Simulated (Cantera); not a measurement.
An isothermal, constant-pressure homogeneous reactor starts with CO : O2 : H2O : N2 : H2 = 0.0014 : 0.081 : 0.012 : 1 : 0.0039 (molar parts), at 975 K and 4.00 bar.

Computed with Cantera and GRI-Mech 3.0 (53 species, 325 reactions). The hydrogen kinetics of GRI-Mech 3.0 are dated; newer H2 mechanisms differ, most at raised pressure.

One state of this run: x CO = 0.00119; x O2 = 0.0733; x H2O = 0.0117; x CO2 = 8.23e-5; x H2 = 0.00278; x O = 5.51e-8. x: mole fraction; the columns are a selection and need not sum to one.

Which value of t (s) does it belong to?
(A) 0.196
(B) 0.0346
(C) 0.00108
(D) 3.39e-5

A, 0.196
